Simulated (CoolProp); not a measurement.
A closed Brayton cycle with carbon dioxide: compressor inlet 329.15 K and 8.2 MPa, high pressure 18.2 MPa, turbine inlet 740 K, compressor efficiency 0.85, turbine efficiency 0.93, recuperator effectiveness 0.8 (on enthalpy, no pinch check). Each further row changes one setting.

The numbers come from the reference Helmholtz-energy equation of state, Span 1996 in CoolProp.

```
case                           thermal efficiency (%)  net work (kJ/kg)  compressor to turbine work  compressor exit (K)  turbine exit (K)
-----------------------------  ----------------------  ----------------  --------------------------  -------------------  ----------------
as stated                                        25.5              55.2                        0.43                397.9             647.5
turbine inlet 690 K                                 …              47.5                           …                397.9                 …
compressor inlet 339.15 K                        24.6              50.5                        0.48                411.8             647.5
high pressure 15.5 MPa                           23.5              46.2                        0.41                    …                 …
recuperator effectiveness 0.5                    18.3              55.2                        0.43                397.9             647.5
```

**Question.** What belongs in the gaps?

**Answer.** 
- turbine inlet 690 K, thermal efficiency (%): 24.0
- turbine inlet 690 K, compressor to turbine work: 0.47
- turbine inlet 690 K, turbine exit (K): 601.1
- high pressure 15.5 MPa, compressor exit (K): 383.7
- high pressure 15.5 MPa, turbine exit (K): 665.8
